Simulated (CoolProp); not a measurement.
Vapour-liquid equilibrium of carbon dioxide (1) + dimethyl ether (2) at -49.05 °C; x and y are mole fractions of (1).

Computed with CoolProp (multi-fluid Helmholtz-energy mixture model, Span 1996 and Wu 2011; pair parameters Bell 2016).

| x | bubble pressure (MPa) | y at the bubble point | dew pressure at overall composition x (MPa) | liquid density (mol/L) |
|---|---|---|---|---|
| 0.05 | 0.05191 | 0.431 | 0.03235 | 17.02 |
| 0.2 | 0.1253 | 0.799 | 0.03799 | 18.15 |
| 0.35 | 0.2141 | 0.904 | 0.04599 | 19.40 |
| 0.5 | 0.3172 | 0.951 | 0.05827 | 20.76 |
| 0.65 | 0.4314 | 0.975 | 0.07955 | 22.24 |
| 0.8 | 0.5511 | 0.989 | 0.1258 | 23.85 |
| 0.95 | 0.6703 | 0.998 | 0.3138 | 25.57 |

No azeotrope shows between x = 0.05 and 0.95.

Pair parameters are fitted to limited data, so mixtures are less certain than the pure fluids.
